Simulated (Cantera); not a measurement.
## Sublimation and decomposition of ceramics: MgO + N2

A closed system holds: 1 mol MgO, 0.083 mol N2, at 1900 Pa.

Cantera equilibrium calculation (NASA polynomials, part measured and part estimated; ideal gas, pure solids and liquids). Candidate condensed phases: Mg, MgO; 13 gas species. Rates play no part.

| T (°C) | x N2 | x Mg | x O2 | x NO | x O | x MgO | n MgO(s) |
|---|---|---|---|---|---|---|---|
| 1177 | 1.00 | 1.50e-8 | 4.02e-11 | 1.48e-8 | 9.24e-11 | <1e-12 | 1.00 |
| 1252 | 1.00 | 8.14e-8 | 5.47e-10 | 7.93e-8 | 9.61e-10 | 5.00e-12 | 1.00 |
| 1327 | 1.000 | 3.79e-7 | 5.71e-9 | 3.60e-7 | 7.95e-9 | 5.68e-11 | 1.00 |
| 1402 | 1.000 | 1.55e-6 | 4.71e-8 | 1.41e-6 | 5.38e-8 | 5.18e-10 | 1.00 |
| 1477 | 1.000 | 5.72e-6 | 3.12e-7 | 4.79e-6 | 3.03e-7 | 3.90e-9 | 1.00 |
| 1552 | 1.000 | 1.93e-5 | 1.70e-6 | 1.45e-5 | 1.45e-6 | 2.49e-8 | 1.000 |
| 1627 | 1.000 | 6.04e-5 | 7.68e-6 | 3.91e-5 | 6.00e-6 | 1.37e-7 | 1.000 |
| 1702 | 1.000 | 0.000177 | 2.97e-5 | 9.57e-5 | 2.18e-5 | 6.61e-7 | 1.000 |
| 1777 | 0.999 | 0.000486 | 0.000100 | 0.000215 | 7.06e-5 | 2.84e-6 | 1.000 |
| 1852 | 0.998 | 0.00126 | 0.000300 | 0.000451 | 0.000208 | 1.10e-5 | 1.000 |
| 1927 | 0.995 | 0.00308 | 0.000819 | 0.000886 | 0.000561 | 3.86e-5 | 1.000 |
| 2002 | 0.988 | 0.00717 | 0.00205 | 0.00165 | 0.00141 | 0.000125 | 0.999 |
x: gas mole fraction; n: condensed amount in mol.

From 1177 °C to 2002 °C the condensed part is MgO(s). The main Mg-bearing gas is Mg throughout.
